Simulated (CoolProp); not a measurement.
A single-stage vapour-compression cycle with cis-2-butene: evaporating at 271.15 K (dew point), condensing at 338.15 K (bubble point), superheat 5 K, subcooling 8 K, compressor efficiency 0.7, no pressure losses. Each further row changes one setting.

Computed with CoolProp (reference Helmholtz-energy equation of state, Lemmon 2005). It is a short technical equation, of lower accuracy than the large ones.

| case | cooling COP | pressure ratio | discharge temperature (K) | refrigerating effect (kJ/kg) | volumetric capacity (kJ/m³) |
|---|---|---|---|---|---|
| as stated | 2.29 | 8.09 | 368.6 | 293 | 599 |
| evaporating temperature 276.15 K | 2.57 | 6.65 | 365.5 | 299 | 735 |
| condensing temperature 333.15 K | 2.54 | 7.15 | 362.9 | 305 | 624 |
| subcooling 13 K | 2.38 | 8.09 | 368.6 | 305 | 624 |
| superheat 15 K | 2.31 | 8.09 | 379.0 | 307 | 604 |
| compressor efficiency 0.6 | 1.96 | 8.09 | 380.0 | 293 | 599 |
